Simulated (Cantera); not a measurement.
## Si₃N₄ + Si + H₂ (sublimation and decomposition of ceramics)

A closed system holds: 1 mol Si₃N₄, 0.27 mol Si, a varied amount of H₂, at 2600 K and 0.0100 bar.

Method: chemical equilibrium by Gibbs-energy minimisation in Cantera with the NASA 1993 tables (ideal gas, pure condensed phases). Candidate condensed phases: Si, Si₃N₄; 18 gas species. The tables' values for SiN are old estimates; treat these amounts as uncertain. Gases not in the tables: Si₂H₆ and higher silanes. Equilibrium is a limit: real reactors are often held back by kinetics, nucleation or transport.

| n(H₂) (mol) | x Si | x N₂ | x H | x H₂ | x Si₂ | x SiN |
|---|---|---|---|---|---|---|
| 0.027 | 0.593 | 0.380 | 0.00893 | 0.000541 | 0.0111 | 0.00319 |
| 0.037 | 0.591 | 0.379 | 0.0118 | 0.000945 | 0.0110 | 0.00317 |
| 0.053 | 0.588 | 0.377 | 0.0160 | 0.00175 | 0.0109 | 0.00315 |
| 0.074 | 0.584 | 0.374 | 0.0211 | 0.00302 | 0.0108 | 0.00311 |
| 0.1 | 0.580 | 0.371 | 0.0267 | 0.00485 | 0.0106 | 0.00308 |
| 0.15 | 0.572 | 0.366 | 0.0362 | 0.00890 | 0.0103 | 0.00301 |
| 0.21 | 0.563 | 0.360 | 0.0459 | 0.0143 | 0.00999 | 0.00294 |
| 0.29 | 0.551 | 0.353 | 0.0570 | 0.0220 | 0.00960 | 0.00285 |
| 0.41 | 0.536 | 0.343 | 0.0709 | 0.0341 | 0.00906 | 0.00273 |
| 0.58 | 0.516 | 0.330 | 0.0870 | 0.0514 | 0.00841 | 0.00258 |
| 0.82 | 0.491 | 0.314 | 0.105 | 0.0751 | 0.00761 | 0.00240 |
x: gas mole fraction; nothing condenses.

From 0.027 mol H₂ to 0.82 mol H₂ nothing is condensed. The main Si-bearing gas is Si throughout.
